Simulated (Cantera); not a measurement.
Charge: 1 mol Si₃N₄, 600 mol H₂, at 1.00 bar.

These are equilibrium values from Cantera (NASA tables, ideal gas, pure condensed phases), not measurements of a reactor. Candidate condensed phases: Si, Si₃N₄; 18 gas species. Mutual solubility and eutectic melting of coexisting phases are not modelled. Equilibrium is a limit: real reactors are often held back by kinetics, nucleation or transport. All values below are at 1250 °C.

Base state: H₂ 1.000, N₂ 7.40e-5, H 2.31e-5 (mole fractions); condensed: Si(s) + Si₃N₄(s).

Question: What changes in the equilibrium state with this change: pressure from 1.00 bar to 0.0100 bar?

Answer: 
```
species         before     after
-------------  -------  --------
H₂               1.000     0.996
N₂             7.40e-5   0.00332
H              2.31e-5  0.000231
Si(s), mol      0.0650      3.00
Si₃N₄(s), mol    0.978         0
```
